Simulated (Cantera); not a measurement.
Cantera run:

```python
import numpy as np
import cantera as ct

gas_names = [...]  # 110 gases of nasa_gas.yaml made of C, H, O
cond_names = """
    C(gr) C6H6(L) C7H8(L) C8H18(L),n-octa H2O(s) H2O(L)
""".split()


# ... load() reads the species with a 1 bar reference pressure and builds the phases ...
atoms = {
    'toluene': {'C': 7, 'H': 8},
    'O2': {'O': 2},
}
top_T = {'C(gr)': 4500}  # K; cautious upper limits of use, not melting points


# ... equilibrate(T, P, feed) seeds the gas with the atoms and calls Mixture.equilibrate('TP', solver="vcs", rtol=1e-11, max_steps=5000) ...
results = []
feed = {'toluene': 1, 'O2': 0.2}  # mol
T = 675  # K
P = 4800  # Pa
mix = equilibrate(T, P, feed)
results.append((T, P, feed, dict(zip(mix.species_names, mix.species_moles))))
x = sorted(zip(gas.X, gas.species_names), reverse=True)
print(f"T = {T:g} K  P = {P:g} Pa  gas = {mix.phase_moles(0):.4g} mol")
print("   x: " + "  ".join(f"{s} {v:.3e}" for v, s in x if v > 1e-06))
print("   condensed (mol): " + ("  ".join(f"{mix.phase(i).name} {mix.phase_moles(i):.4g}"
      for i in range(1, mix.n_phases) if mix.phase_moles(i) > 1e-12) or "none"))
```

Result:

```
T = 675 K  P = 4800 Pa  gas = 3.188 mol
   x: H2 6.161e-01  CH4 2.659e-01  H2O 1.070e-01  CO2 7.449e-03  CO 3.577e-03
   condensed (mol): C(gr) 6.117
```

Method: chemical equilibrium by Gibbs-energy minimisation in Cantera with the NASA 1993 tables (ideal gas, pure condensed phases).
